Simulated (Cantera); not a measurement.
A closed system holds: 1 mol BCl₃, 1.8 mol O₂, 2.8 mol N₂, equilibrated at 13.3 mbar.

These are equilibrium values from Cantera (NASA tables, ideal gas, pure condensed phases), not measurements of a reactor. Candidate condensed phases: B, BN, B₂O₃; 25 gas species. The tables' values for BOCl are old estimates; treat these amounts as uncertain. The numbers say what is thermodynamically allowed, not how fast it happens.

Q: At 1150 °C, list the 5 most abundant gas species with their mole fractions, and the condensed phases.

A: N₂ 0.489, Cl₂ 0.197, O₂ 0.183, Cl 0.130, NO 0.000605. Condensed: B₂O₃(l).
